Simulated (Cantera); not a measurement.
A freely propagating, adiabatic, planar premixed flame of H2 : O2 : N2 = 1 : 0.417 : 1.54 (molar parts), equivalence ratio 1.2, unburnt at 648 K and 105 Torr; mixture-averaged transport, grid criteria slope 0.08 and curve 0.16, no radiation.

Model: the H2/O2 subset of GRI-Mech 3.0, which has no nitrogen chemistry, integrated in Cantera. Burning velocities carry a grid error of a few per cent, more on coarse grids.

### Question
What does this change do: N2 1.54 to 1.2 parts?

### Answer
| quantity | before | after |
|---|---|---|
| laminar burning velocity | 770 cm/s | 893 cm/s |
| thermal thickness | 6.32 mm | 5.71 mm |
| peak x(H) | 0.114 | 0.132 |
| peak x(O) | 0.0142 | 0.0176 |
| peak x(H2O2) | 7.66e-7 | 9.25e-7 |
